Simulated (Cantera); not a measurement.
## Thermal oxidation and active oxidation of silicon: Si + N₂O + N₂ + CO₂

Feed: 1 mol Si, 0.11 mol N₂O, 120 mol N₂, a varied amount of CO₂, at 1600 °C and 3.30 bar.

Equilibrium computed with Cantera from the NASA thermochemical tables; the gas is ideal and each condensed phase is pure. Candidate condensed phases: C, Si, SiC, SiO₂, Si₂N₂O, Si₃N₄; 34 gas species. Mutual solubility and eutectic melting of coexisting phases are not modelled. The tables hold silica as quartz up to 1696 K and as liquid above; real silica turns to tridymite and cristobalite and melts near 1996 K. Equilibrium is a limit: real reactors are often held back by kinetics, nucleation or transport.

```tsv
n(CO₂) (mol)	x N₂	x CO	x SiO	x CO₂	n Si₂N₂O(s)	n Si₃N₄(s)	n SiO₂(condensed)
0.03	1.000	0.000251	6.11e-5	2.93e-10	0.133	0.242	0
0.044	1.000	0.000368	6.11e-5	4.30e-10	0.147	0.233	0
0.064	0.999	0.000535	6.11e-5	6.26e-10	0.167	0.220	0
0.095	0.999	0.000794	6.11e-5	9.28e-10	0.198	0.199	0
0.14	0.999	0.00117	6.11e-5	1.37e-9	0.243	0.169	0
0.2	0.998	0.00167	6.11e-5	1.95e-9	0.303	0.129	0
0.3	0.997	0.00250	6.11e-5	2.92e-9	0.403	0.0624	0
0.44	0.996	0.00366	0.000830	7.87e-7	0.450	0	0
0.65	0.993	0.00539	0.00127	2.70e-6	0.362	0	0.122
0.95	0.991	0.00785	0.00127	3.93e-6	0.262	0	0.322
```
x: gas mole fraction; n: condensed amount in mol.

From 0.03 mol CO₂ to 0.3 mol CO₂ the condensed part is Si₂N₂O(s) + Si₃N₄(s). At 0.44 mol CO₂ the condensed part is Si₂N₂O(s). From 0.65 mol CO₂ to 0.95 mol CO₂ the condensed part is SiO₂(condensed) + Si₂N₂O(s). The main Si-bearing gas is SiO throughout.
